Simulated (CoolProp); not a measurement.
Model: reference Helmholtz-energy equation of state, Lemmon 2006, in CoolProp. It is a short technical equation, of lower accuracy than the large ones.

Problem. For CH3F (R41), give the phase and the Z, cp (kJ/(kg K)), cv (kJ/(kg K)), speed of sound (m/s) at 30.15 °C and 0.797 MPa.

Solution. 
- 30.15 °C and 0.797 MPa: gas; Z 0.936, cp 1.25, cv 0.923, speed of sound 296
